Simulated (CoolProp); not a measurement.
Vapour-liquid equilibrium of cyclohexane (1) + dimethyl carbonate (2) at 290 K; x and y are mole fractions of (1).

Computed with CoolProp (multi-fluid Helmholtz-energy mixture model, Zhou 2014 and Zhou 2011; pair parameters Bell 2016).

| x | bubble pressure, mixture model (MPa) | bubble pressure, Raoult's law (MPa) | y, mixture model | y, Raoult's law |
|---|---|---|---|---|
| 0.05 | 0.007033 | 0.004924 | 0.359 | 0.090 |
| 0.2 | 0.01035 | 0.005553 | 0.607 | 0.321 |
| 0.35 | 0.01116 | 0.006181 | 0.653 | 0.504 |
| 0.5 | 0.01126 | 0.006809 | 0.662 | 0.654 |
| 0.65 | 0.01127 | 0.007438 | 0.665 | 0.778 |
| 0.8 | 0.01117 | 0.008066 | 0.696 | 0.883 |
| 0.95 | 0.01001 | 0.008695 | 0.851 | 0.973 |

The largest gap from Raoult's law is +86.4 % in bubble pressure, at x = 0.2. y crosses x between x = 0.65 and 0.8: the model has an azeotrope there.

The pair parameters rest on a limited set of measurements; away from them the model extrapolates. With so large a gap from Raoult's law the liquid may split in two, which this calculation doesn't test in full.
